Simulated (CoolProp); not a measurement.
Properties of isohexane along the isotherm 531.3 K.

Model: reference Helmholtz-energy equation of state, Lemmon 2006, in CoolProp. It is a short technical equation, of lower accuracy than the large ones.

| p (MPa) | phase | density (kg/m³) | speed of sound (m/s) | Joule-Thomson coefficient (K/MPa) |
|---|---|---|---|---|
| 0.0962 | gas | 1.893 | 228.8 | 6.108 |
| 0.171 | gas | 3.389 | 227.3 | 6.173 |
| 0.304 | gas | 6.101 | 224.7 | 6.294 |
| 0.541 | gas | 11.12 | 219.8 | 6.521 |
| 0.962 | gas | 20.69 | 210.7 | 6.973 |
| 1.71 | gas | 40.43 | 192.7 | 7.964 |
| 3.04 | gas | 91.75 | 153.9 | 10.56 |
| 5.41 | supercritical | 308.0 | 168.9 | 4.372 |
| 9.62 | supercritical | 403.0 | 334.1 | 0.7946 |
| 17.1 | supercritical | 457.4 | 490.2 | 0.1293 |
| 30.4 | supercritical | 504.7 | 663.0 | -0.1372 |
